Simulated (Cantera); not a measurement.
An isothermal, constant-pressure homogeneous reactor starts with H2 : O2 : N2 : H2O = 0.89 : 1 : 1.2 : 0.077 (molar parts), at 1225 K and 750 Torr.

Computed with Cantera and GRI-Mech 3.0 (53 species, 325 reactions). The temperature is held fixed by assumption; the heat of reaction is taken as removed at once.

x: mole fraction; the columns are a selection and need not sum to one.

```tsv
t (s)	x H2	x O2	x NO	x HO2	x H	x NO2	x N2O
3.00e-5	0.0499	0.216	1.91e-6	0.000312	0.0262	1.27e-9	3.15e-8
0.000110	0.00261	0.205	2.43e-6	0.000102	4.58e-5	9.09e-8	8.01e-8
0.000406	0.000555	0.204	2.24e-6	2.80e-5	2.44e-6	2.86e-7	8.76e-8
0.00149	6.96e-5	0.204	2.15e-6	4.11e-6	1.37e-7	3.78e-7	9.05e-8
0.00549	…	0.204	2.34e-6	…	…	…	9.16e-8
0.0202	…	0.204	2.49e-6	…	2.37e-10	…	9.11e-8
0.0743	1.99e-8	0.204	2.50e-6	3.16e-8	5.82e-11	2.82e-8	8.67e-8
0.273	1.68e-8	0.204	2.49e-6	3.24e-8	4.09e-11	3.65e-8	7.04e-8
1.00	1.68e-8	0.204	2.49e-6	3.25e-8	4.06e-11	3.67e-8	3.46e-8
3.70	1.67e-8	0.204	2.49e-6	3.25e-8	4.06e-11	3.67e-8	1.00e-8
13.6	1.67e-8	0.204	2.49e-6	3.25e-8	4.06e-11	3.67e-8	9.02e-9
50.0	1.67e-8	0.204	2.49e-6	3.25e-8	4.06e-11	3.68e-8	9.02e-9
```

Problem. What belongs in the gaps?

Solution. 
- 0.00549, x H2: 1.83e-6
- 0.00549, x HO2: 2.16e-7
- 0.00549, x H: 3.11e-9
- 0.00549, x NO2: 1.86e-7
- 0.0202, x H2: 5.26e-8
- 0.0202, x HO2: 4.47e-8
- 0.0202, x NO2: 4.14e-8
